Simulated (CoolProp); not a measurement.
Hydrogen sulfide at several states: fugacity coefficient from the reference equation and from simpler models built on Tc = 373.1 K, pc = 8.999 MPa, ω = 0.101; each cubic takes its own stable root.

Values from CoolProp's reference Helmholtz-energy equation of state, Lemmon 2006. It is a short technical equation, of lower accuracy than the large ones.

```tsv
T (K)	p (MPa)	phase	reference
311.5	1.42	gas	0.9075
327.6	0.175	gas	0.9903
218.6	0.162	liquid	0.8075
206	0.0274	gas	0.9932
313.5	21.8	liquid	0.1490
354.9	0.0109	gas	0.9995
```

Question: How far does each simpler model (Redlich-Kwong, Soave-Redlich-Kwong, Peng-Robinson) lie from the reference over these 6 states: mean and median of the absolute difference, and the worst?

Answer: 
- Redlich-Kwong: mean 2.7 %, median 0.3 %, worst +9.0 % at 313.5 K and 21.8 MPa
- Soave-Redlich-Kwong: mean 0.7 %, median 0.2 %, worst +3.3 % at 313.5 K and 21.8 MPa
- Peng-Robinson: mean 0.9 %, median 0.3 %, worst -2.8 % at 313.5 K and 21.8 MPa
